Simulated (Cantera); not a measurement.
Input (Python, Cantera):

```python
import numpy as np
import cantera as ct

gas = ct.Solution("gri30.yaml")
gas.TPX = 1375, 12000, {'N2O': 1, 'N2': 0.07}
reactor = ct.IdealGasConstPressureReactor(gas, energy="off", clone=False)
net = ct.ReactorNet([reactor])
net.rtol, net.atol = 1e-08, 1e-18
show = ['N2O', 'O', 'O2', 'NO', 'NO2', 'N2']
times = np.geomspace(2e-06, 100, 11)

steps = ct.SolutionArray(gas, extra=["t"])
rows = []
print(f"{'t/s':>10s}{'T/K':>9s}{'P/Pa':>11s}" + "".join(f"{s:>11s}" for s in show))
for t in times:
    while net.time < t:
        t_next = net.step()
        steps.append(gas.state, t=t_next)
    rows.append([np.interp(t, steps.t, y) for y in (steps.T, steps.P, *steps(*show).X.T)])
    print(f"{t:10.3e}{rows[-1][0]:9.1f}{rows[-1][1]:11.4g}" + "".join(f"{x:11.3e}" for x in rows[-1][2:]))
rate = np.gradient(steps.T, steps.t)
print("integrator steps:", len(steps.t))
if steps.T.max() > steps.T[0] + 200:
    print(f"time of steepest temperature rise: {steps.t[rate.argmax()]:.4e} s")
gas.TPX = 1375, 12000, {'N2O': 1, 'N2': 0.07}
gas.equilibrate("TP")
print(f"equilibrium (TP): T = {gas.T:.1f} K  " + "  ".join(f"{s} {gas[s].X[0]:.3e}" for s in show))
```

It prints:

```
       t/s      T/K       P/Pa        N2O          O         O2         NO        NO2         N2
 2.000e-06   1375.0    1.2e+04  9.346e-01  1.195e-06  3.197e-08  1.448e-08  3.958e-17  6.542e-02
 1.177e-05   1375.0    1.2e+04  9.346e-01  6.045e-06  9.959e-07  4.510e-07  3.775e-14  6.543e-02
 6.931e-05   1375.0    1.2e+04  9.345e-01  1.710e-05  2.094e-05  9.481e-06  1.656e-11  6.548e-02
 4.081e-04   1375.0    1.2e+04  9.339e-01  1.915e-05  1.896e-04  8.587e-05  1.346e-09  6.585e-02
 2.402e-03   1375.0    1.2e+04  9.303e-01  1.915e-05  1.190e-03  5.386e-04  5.022e-08  6.799e-02
 1.414e-02   1375.0    1.2e+04  9.094e-01  1.914e-05  6.973e-03  3.156e-03  1.301e-06  8.041e-02
 8.326e-02   1375.0    1.2e+04  7.986e-01  1.905e-05  3.778e-02  1.707e-02  1.461e-05  1.465e-01
 4.901e-01   1375.0    1.2e+04  4.029e-01  1.840e-05  1.480e-01  6.630e-02  6.872e-05  3.828e-01
 2.885e+00   1375.0    1.2e+04  2.174e-02  8.629e-06  2.563e-01  1.093e-01  1.388e-04  6.125e-01
 1.699e+01   1375.0    1.2e+04  4.129e-06  9.525e-07  2.634e-01  1.096e-01  3.434e-04  6.267e-01
 1.000e+02   1375.0    1.2e+04  3.275e-06  9.525e-07  2.636e-01  1.091e-01  3.424e-04  6.269e-01
integrator steps: 1295
equilibrium (TP): T = 1375.0 K  N2O 1.492e-08  O 1.043e-06  O2 3.181e-01  NO 7.224e-04  NO2 2.494e-06  N2 6.812e-01
```

Model: GRI-Mech 3.0 (53 species, 325 reactions), integrated in Cantera. GRI-Mech 3.0 was tuned for natural gas; its chemistry of N2O as a main component is partial and can be far from experiment. The mechanism lacks the step 2 NO + O2 → 2 NO2, which can matter for NO2 below about 1400 K. The temperature is held fixed by assumption; the heat of reaction is taken as removed at once.
